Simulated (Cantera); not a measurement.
A freely propagating, adiabatic, planar premixed flame of CH4 : CO : O2 : N2 : H2O = 1 : 0.38 : 1.68 : 6.33 : 0.38 (molar parts), equivalence ratio 1.3, unburnt at 300 K and 54000 Pa; mixture-averaged transport, grid criteria slope 0.08 and curve 0.16, no radiation.

Model: GRI-Mech 3.0 (53 species, 325 reactions), integrated in Cantera. Burning velocities carry a grid error of a few per cent, more on coarse grids.

x: mole fraction of selected species; z is measured from the peak of heat release.

```tsv
z (mm)	T (K)	u (m/s)	x CH4	x CO	x O2	x CO2	x HCO	x H
-2.55	300	0.344	0.102	0.0389	0.172	5.01e-8	<1e-8	<1e-8
-1.70	301	0.347	0.102	0.0388	0.171	1.72e-6	<1e-8	<1e-8
-1.28	311	0.359	0.101	0.0387	0.170	2.39e-5	<1e-8	<1e-8
-0.852	409	0.478	0.0946	0.0400	0.163	0.000576	<1e-8	[?]
-0.426	931	1.11	0.0632	0.0531	0.123	0.00790	3.97e-7	[?]
-0.213	1349	1.62	0.0341	0.0681	0.0809	0.0184	9.11e-6	[?]
0	1700	2.06	0.00856	0.0818	0.0368	0.0338	3.22e-5	[?]
0.213	1847	2.23	0.000803	0.0804	0.0125	0.0493	1.33e-5	[?]
0.426	1884	2.27	4.55e-5	0.0729	0.00458	0.0603	1.38e-6	0.00865
0.852	1907	2.28	1.92e-7	0.0653	0.00172	0.0694	1.11e-7	0.00883
1.70	1931	2.30	<1e-8	0.0629	0.00110	0.0724	8.53e-8	[?]
3.41	1958	2.33	<1e-8	0.0630	0.000682	0.0725	6.47e-8	[?]
6.81	1984	2.36	<1e-8	0.0634	0.000331	0.0724	4.37e-8	[?]
```

Q: What belongs in the gaps?

A: 
- -0.852, x H: 2.41e-8
- -0.426, x H: 8.31e-5
- -0.213, x H: 0.000644
- 0, x H: 0.00318
- 0.213, x H: 0.00681
- 1.70, x H: 0.00759
- 3.41, x H: 0.00578
- 6.81, x H: 0.00388
